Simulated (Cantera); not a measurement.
Cantera run:

```python
import numpy as np
import cantera as ct

gas_names = """
    C CO CO2 C2 C2O C3 C3O2 C4 C5 Mg MgO Mg2 O O2 O3
""".split()
cond_names = """
    C(gr) Mg(cr) Mg(L) MgCO3(s) MgO(s) MgO(L)
""".split()


# ... load() reads the species with a 1 bar reference pressure and builds the phases ...
atoms = {
    'MgO': {'Mg': 1, 'O': 1},
    'CO': {'C': 1, 'O': 1},
}
top_T = {'C(gr)': 4500}  # K; cautious upper limits of use, not melting points


# ... equilibrate(T, P, feed) seeds the gas with the atoms and calls Mixture.equilibrate('TP', solver="vcs", rtol=1e-11, max_steps=5000) ...
results = []
feed = {'MgO': 1, 'CO': 3.8}  # mol
T = 1448.15  # K
for P in [10, 68, 460, 3200, 22000, 150000, 1000000]:
    mix = equilibrate(T, P, feed)
    results.append((T, P, feed, dict(zip(mix.species_names, mix.species_moles))))

top = {s: max(r[3][s] / sum(r[3][g] for g in gas_names) for r in results) for s in gas_names}
cols = sorted((s for s in top if top[s] > 1e-05), key=lambda s: -top[s])[:8]
seen = [c for c in cond_names if any(r[3].get(c, 0) > 1e-12 for r in results)]
print("log10 of partial pressures in bar; condensed amounts in mol")
print(f"{'P/Pa':>10s}" + "".join(f"{s[:9]:>10s}" for s in cols + seen))
for T, P, feed, n in results:
    ng = sum(n[g] for g in gas_names)
    print(f"{P:10.4g}" + "".join(f"{np.log10(max(n[s] / ng * P / 1e5, 1e-99)):10.3f}" for s in cols)
          + "".join(f"{n.get(c, 0):10.4g}" for c in seen))
```

It prints:

```
log10 of partial pressures in bar; condensed amounts in mol
      P/Pa        CO       CO2        Mg     C(gr)    MgO(s)
        10    -4.001    -6.989    -6.989         0    0.9961
        68    -3.168    -6.573    -6.573         0    0.9985
       460    -2.337    -6.157    -6.157         0    0.9994
      3200    -1.495    -5.736    -5.736         0    0.9998
   2.2e+04    -0.658    -4.287    -6.348 0.0008841         1
   1.5e+05     0.175    -2.621    -7.181  0.006056         1
     1e+06     0.995    -0.981    -8.001   0.03931         1
```

Cantera equilibrium calculation (NASA polynomials, part measured and part estimated; ideal gas, pure solids and liquids).
